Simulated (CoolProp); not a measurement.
Vapour-liquid equilibrium of R227EA (1) + isobutane (2) at -25.25 °C; x and y are mole fractions of (1).

Model: multi-fluid Helmholtz-energy mixture model, Lemmon 2016 and Bücker 2006; pair parameters Bell 2016, in CoolProp.

**Question.** Give the bubble pressure and the first vapour's composition at x = 0.05, 0.35, 0.95. Is there an azeotrope?

**Answer.** x = 0.05: 72.08 kPa, y = 0.229; x = 0.35: 95.75 kPa, y = 0.500; x = 0.95: 77.16 kPa, y = 0.842. y crosses x between x = 0.5 and 0.575: the model has an azeotrope there.

The pair parameters rest on a limited set of measurements; away from them the model extrapolates. With so large a gap from Raoult's law the liquid may split in two, which this calculation doesn't test in full.
